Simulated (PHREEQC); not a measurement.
A solution holds 0.27 mol/kgw MnCl2, 0.00044 mol/kgw Fe(NO3)3 and 0.034 mol/kgw HBr, at 60 °C. It is in equilibrium with CO2 at log p = -3.4 (atm). Otherwise closed; pH follows from the charge balance.

All values are PHREEQC results (ion-association model, phreeqc.dat), not measurements.

Precipitation was switched off in this run.

Question: Order these Fe species by the share of Fe that they hold, largest first: FeCl+2, FeCl3, Fe+3, FeCl2+, FeOH+2.

Answer: FeCl+2 (76 %), FeCl2+ (9.5 %), Fe+3 (8.6 %), FeOH+2 (5.3 %), FeCl3 (0.15 %)

Question: Order these Mn species by the share of Mn that they hold, largest first: MnCl2, MnCl3-, MnCl+, Mn+2.

Answer: Mn+2 (72 %), MnCl+ (26 %), MnCl2 (1.8 %), MnCl3- (0.25 %)

The pH is 1.60 and the ionic strength 0.687 mol/kgw. Saturation is exceeded, for instance for Hematite (slow to form), Goethite (slow to form); the values hold only as long as no solid forms. Species that the database lacks are ignored. At this temperature some constants are extrapolated from 25 °C, and those without enthalpy data are left unchanged.
